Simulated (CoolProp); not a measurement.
Vapour-liquid equilibrium of ethylbenzene (1) + p-xylene (2) at 0.00127 MPa; x and y are mole fractions of (1).

Values from CoolProp's multi-fluid Helmholtz-energy mixture model, Zhou 2012 and Zhou 2012; pair parameters Bell 2016.

```csv
x,"bubble temperature, mixture model (K)","bubble temperature, Raoult's law (K)","y, mixture model","y, Raoult's law"
0.05,299.4,299.4,0.056,0.054
0.125,299.2,299.3,0.138,0.134
0.2,299.0,299.2,0.217,0.213
0.275,298.9,299.1,0.294,0.292
0.35,298.8,299.0,0.370,0.369
0.425,298.7,298.8,0.445,0.445
0.5,298.6,298.7,0.518,0.521
0.575,298.5,298.6,0.592,0.595
0.65,298.4,298.5,0.665,0.669
0.725,298.3,298.4,0.738,0.741
0.8,298.2,298.3,0.810,0.813
0.875,298.2,298.2,0.882,0.884
0.95,298.1,298.1,0.953,0.954
```

The largest gap from Raoult's law is -0.2 K in bubble temperature, at x = 0.35. No azeotrope shows between x = 0.05 and 0.95.

Pair parameters are fitted to limited data, so mixtures are less certain than the pure fluids.
